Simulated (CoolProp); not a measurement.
Model: reference Helmholtz-energy equation of state, Lemmon 2003, in CoolProp. It is a pseudo-pure fit of the blend.

Problem. For R407C, give the phase and the cp (kJ/(kg K)), isothermal compressibility (1/MPa), viscosity (µPa s) at 84.05 °C and 116 bar; 106.55 °C and 116 bar; 121.65 °C and 116 bar.

Solution. 
- 84.05 °C and 116 bar: liquid; cp 1.67, isothermal compressibility 0.0145, viscosity 98.8
- 106.55 °C and 116 bar: supercritical; cp 1.87, isothermal compressibility 0.0298, viscosity 76.6
- 121.65 °C and 116 bar: supercritical; cp 2.02, isothermal compressibility 0.0508, viscosity 62.8

Viscosity comes from a separate model (Geller 2000).
